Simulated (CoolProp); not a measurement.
Saturation properties of toluene.

The numbers come from the reference Helmholtz-energy equation of state, Lemmon 2006 in CoolProp. It is a short technical equation, of lower accuracy than the large ones.

| T (K) | p (MPa) | liquid cp (kJ/(kg K)) | liquid viscosity (µPa s) | liquid conductivity (mW/(m K)) |
|---|---|---|---|---|
| 389.3 | 0.1183 | 2.024 | 239 | 106 |
| 406.4 | 0.1850 | 2.091 | 212 | 102 |
| 423.5 | 0.2776 | 2.159 | 189 | 97.7 |
| 440.6 | 0.4019 | 2.231 | 169 | 94.0 |
| 457.6 | 0.5635 | 2.306 | 152 | 90.6 |
| 474.7 | 0.7710 | 2.388 | 137 | 87.5 |
| 491.8 | 1.031 | 2.480 | 122 | 84.6 |
| 508.9 | 1.352 | 2.587 | 109 | 82.1 |
| 526 | 1.742 | 2.723 | 96.4 | 79.9 |
| 543.1 | 2.212 | 2.918 | 83.8 | 78.0 |
| 560.2 | 2.776 | 3.265 | 70.7 | 76.5 |

It boils at 383.7 K under 1 atm.

Viscosity comes from a separate model (Avgeri 2015). Thermal conductivity comes from a separate model (Assael 2012).
